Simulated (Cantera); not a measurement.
A closed system holds: 1 mol SiH4, 640 mol H2, equilibrated at 1927 °C and 18.0 mbar.

Method: chemical equilibrium by Gibbs-energy minimisation in Cantera with the NASA 1993 tables (ideal gas, pure condensed phases). Candidate condensed phases: Si; 9 gas species. Gases not in the tables: Si2H6 and higher silanes. Rates play no part.

Base state: H2 0.957, H 0.0411, Si 0.00142, SiH 8.24e-5, SiH2 1.98e-5 (mole fractions); condensed: gas only.

Q: What changes in the equilibrium state with this change: SiH4 replaced by CH3SiCl3?

A: 
```
species            before     after
----------------  -------  --------
H2                  0.957     0.952
H                  0.0411    0.0410
HCl                     0   0.00441
C2H2 (acetylene)        0  0.000707
Si                0.00142   0.00132
Cl                      0  0.000138
SiC2                    0   3.69e-5
Si2C                    0   2.52e-5
SiH2              1.98e-5   1.83e-5
SiH               8.24e-5   7.67e-5
```
The feed counts by its element totals alone. Further candidate phases: C, C6H6, C7H8, C8H18, SiC.
